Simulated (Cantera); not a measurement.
Input (Python, Cantera):

```python
import numpy as np
import cantera as ct

gas = ct.Solution("h2o2.yaml")
gas.TPX = 698, 13332, {'H2': 1, 'O2': 0.714, 'N2': 2.69, 'H2O': 0.0046}
flame = ct.FreeFlame(gas, width=0.16)
flame.set_refine_criteria(ratio=3, slope=0.08, curve=0.16)
flame.transport_model = "mixture-averaged"
flame.solve(loglevel=0, auto=True)
z, T = flame.grid, flame.T
thick = (T[-1] - T[0]) / np.gradient(T, z).max()
show = ['H2', 'O2', 'HO2', 'H2O', 'O', 'OH']
print(f"laminar burning velocity  {flame.velocity[0] * 100:.3f} cm/s")
print(f"burnt temperature         {T[-1]:.1f} K")
print(f"thermal thickness         {thick * 1e3:.4f} mm")
print(f"grid points               {len(z)}")
z0 = z[flame.heat_release_rate.argmax()]
print(f"{'z/mm':>9s}{'T/K':>9s}{'u/(m/s)':>9s}" + "".join(f"{s:>11s}" for s in show))
rows = []
for k in (-3, -2, -1.5, -1, -0.5, -0.25, 0, 0.25, 0.5, 1, 2, 4, 8):
    zz = z0 + k * thick
    rows.append([k * thick, np.interp(zz, z, T), np.interp(zz, z, flame.velocity),
                 *(np.interp(zz, z, flame.X[gas.species_index(s)]) for s in show)])
    print(f"{rows[-1][0] * 1e3:9.3f}{rows[-1][1]:9.1f}{rows[-1][2]:9.3f}" + "".join(f"{x:11.3e}" for x in rows[-1][3:]))
```

It prints:

```
laminar burning velocity  706.420 cm/s
burnt temperature         2256.0 K
thermal thickness         7.3460 mm
grid points               124
     z/mm      T/K  u/(m/s)         H2         O2        HO2        H2O          O         OH
  -22.038    698.0    7.064  2.268e-01  1.620e-01  1.387e-11  1.043e-03  2.321e-15  2.585e-16
  -14.692    698.0    7.064  2.268e-01  1.620e-01  8.342e-11  1.043e-03  8.583e-13  9.973e-14
  -11.019    698.0    7.064  2.268e-01  1.620e-01  3.096e-09  1.043e-03  6.221e-11  7.671e-12
   -7.346    698.0    7.064  2.268e-01  1.620e-01  4.490e-07  1.044e-03  1.336e-08  1.999e-09
   -3.673    702.5    7.106  2.258e-01  1.619e-01  3.683e-05  1.412e-03  1.328e-05  1.675e-05
   -1.836    783.3    7.864  2.081e-01  1.587e-01  3.015e-05  1.046e-02  4.114e-04  2.650e-04
    0.000   1101.7   10.776  9.591e-02  1.172e-01  1.647e-05  9.451e-02  8.328e-03  3.367e-03
    1.836   1357.6   13.105  2.817e-02  7.232e-02  8.722e-06  1.703e-01  1.874e-02  8.034e-03
    3.673   1476.2   14.146  2.508e-02  6.685e-02  6.840e-06  1.803e-01  1.945e-02  1.034e-02
    7.346   1612.7   15.308  2.464e-02  6.372e-02  5.345e-06  1.884e-01  1.817e-02  1.299e-02
   14.692   1759.5   16.521  2.286e-02  6.079e-02  4.062e-06  1.980e-01  1.571e-02  1.542e-02
   29.384   1906.5   17.700  1.947e-02  5.817e-02  2.975e-06  2.090e-01  1.239e-02  1.694e-02
   58.768   2042.7   18.763  1.483e-02  5.606e-02  2.173e-06  2.206e-01  8.762e-03  1.696e-02
```

Computed with Cantera and the H2/O2 subset of GRI-Mech 3.0, which has no nitrogen chemistry. Burning velocities carry a grid error of a few per cent, more on coarse grids.
